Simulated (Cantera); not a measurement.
An isothermal, constant-pressure homogeneous reactor starts with H2 : O2 = 0.017 : 1 (molar parts), equivalence ratio 0.0085, at 1398 K and 0.00464 atm.

Computed with Cantera and the H2/O2 subset of GRI-Mech 3.0, which has no nitrogen chemistry. Radical loss at walls, strong at low pressure, is not modelled.

x: mole fraction; the columns are a selection and need not sum to one.

| t (s) | x H2 | x O2 | x OH | x O | x H | x HO2 |
|---|---|---|---|---|---|---|
| 2.00e-6 | 0.0167 | 0.983 | 4.64e-12 | 4.64e-12 | 2.59e-10 | 2.64e-10 |
| 1.25e-5 | 0.0167 | 0.983 | 1.70e-10 | 1.71e-10 | 1.48e-9 | 1.65e-9 |
| 7.87e-5 | 0.0167 | 0.983 | 4.70e-9 | 4.79e-9 | 5.91e-9 | 1.04e-8 |
| 0.000493 | 0.0167 | 0.983 | 7.29e-8 | 8.07e-8 | 1.89e-8 | 6.49e-8 |
| 0.00309 | 0.0167 | 0.983 | ? | ? | ? | ? |
| 0.0194 | 0.000107 | 0.968 | 0.00216 | 0.0142 | 0.000772 | 2.41e-7 |
| 0.122 | 0.000102 | 0.968 | 0.00211 | 0.0135 | 0.000716 | 2.36e-7 |
| 0.763 | 7.72e-5 | 0.972 | 0.00184 | 0.0101 | 0.000464 | 2.06e-7 |
| 4.78 | 2.26e-5 | 0.980 | 0.00100 | 0.00284 | 7.03e-5 | 1.06e-7 |
| 30.0 | 1.60e-6 | 0.983 | 0.000267 | 0.000196 | 1.29e-6 | 2.37e-8 |

Q: What belongs in the gaps?

A: 
- 0.00309, x OH: 1.19e-5
- 0.00309, x O: 1.43e-5
- 0.00309, x H: 2.10e-6
- 0.00309, x HO2: 4.03e-7
